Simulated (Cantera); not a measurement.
Feed: 1 mol V, 1.9 mol N₂O, 11 mol N₂, at 1948.15 K and 0.133 bar.

Cantera equilibrium calculation (NASA polynomials, part measured and part estimated; ideal gas, pure solids and liquids). Candidate condensed phases: V, VN, VO, V₂O₃, V₂O₄, V₂O₅; 13 gas species. Mutual solubility and eutectic melting of coexisting phases are not modelled. Condensed phases not in the tables: the oxides between V₂O₃ and V₂O₅ other than VO₂. The numbers say what is thermodynamically allowed, not how fast it happens.

Base state: N₂ 0.997, VO₂ 0.00190, O₂ 0.000621, NO 0.000405, O 3.04e-5 (mole fractions); condensed: V₂O₃(s) + V₂O₄(l).

Task: What changes in the equilibrium state with this change: N₂O from 1.9 to 3.9 mol?

Result: 
```tsv
species	before	after
N₂	0.997	0.936
O₂	0.000621	0.0578
NO	0.000405	0.00378
VO₂	0.00190	0.00190
O	3.04e-5	0.000293
V₂O₃(s), mol	0.122	0
V₂O₄(l), mol	0.366	0.485
```

Task: What changes in the equilibrium state with this change: temperature from 1948.15 K to 1000 K?

Result: 
```tsv
species	before	after
N₂	0.997	1.00
VO₂	0.00190	<1e-9
O₂	0.000621	<1e-9
NO	0.000405	<1e-9
O	3.04e-5	<1e-9
V₂O₃(s), mol	0.122	0.100
V₂O₄(l), mol	0.366	0
V₂O₄(s), mol	0	0.400
```

Task: What changes in the equilibrium state with this change: temperature from 1948.15 K to 1150 K?

Result: 
```tsv
species	before	after
N₂	0.997	1.00
NO	0.000405	3.12e-9
VO₂	0.00190	<1e-9
O₂	0.000621	<1e-9
O	3.04e-5	<1e-9
V₂O₃(s), mol	0.122	0.100
V₂O₄(l), mol	0.366	0
V₂O₄(s), mol	0	0.400
```
